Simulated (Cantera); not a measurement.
An isothermal, constant-pressure homogeneous reactor starts with 6.40 % H2, 7.80 % O2, 85.8 % N2, equivalence ratio 0.41, at 1350 K and 0.610 bar.

Cantera simulation using GRI-Mech 3.0 (53 species, 325 reactions); the numbers are that mechanism's predictions, not measurements. The temperature is held fixed by assumption; the heat of reaction is taken as removed at once.

x: mole fraction; the columns are a selection and need not sum to one.

| t (s) | x H2 | x O2 | x H2O2 | x N2O | x OH | x O | x H |
|---|---|---|---|---|---|---|---|
| 3.00e-5 | 0.0640 | 0.0780 | 1.01e-9 | <1e-12 | 3.34e-7 | [?] | 1.64e-6 |
| 0.000159 | 0.00504 | 0.0480 | 1.28e-6 | 8.36e-8 | 0.00293 | [?] | 0.0142 |
| 0.000845 | 0.000382 | 0.0473 | 5.83e-7 | 1.95e-7 | 0.000729 | [?] | 0.000209 |
| 0.00448 | 1.21e-5 | 0.0475 | 6.57e-8 | 2.58e-7 | 0.000134 | [?] | 1.26e-6 |
| 0.0238 | 9.78e-7 | 0.0475 | 8.90e-9 | 2.65e-7 | 4.07e-5 | [?] | 3.44e-8 |
| 0.126 | 1.61e-7 | 0.0475 | 1.75e-9 | 2.07e-7 | 1.68e-5 | [?] | 2.46e-9 |
| 0.669 | 8.07e-8 | 0.0475 | 9.04e-10 | 5.25e-8 | 1.18e-5 | 1.20e-7 | 8.84e-10 |
| 3.55 | 7.97e-8 | 0.0475 | 8.92e-10 | 1.47e-8 | 1.17e-5 | 1.19e-7 | 8.67e-10 |
| 18.8 | 7.97e-8 | 0.0475 | 8.92e-10 | 1.47e-8 | 1.17e-5 | 1.19e-7 | 8.67e-10 |
| 100 | 7.97e-8 | 0.0475 | 8.92e-10 | 1.47e-8 | 1.17e-5 | 1.19e-7 | 8.67e-10 |

**Question.** Fill in the missing entries.

**Answer.** 
- 3.00e-5, x O: 4.72e-7
- 0.000159, x O: 0.00808
- 0.000845, x O: 0.000470
- 0.00448, x O: 1.56e-5
- 0.0238, x O: 1.44e-6
- 0.126, x O: 2.45e-7
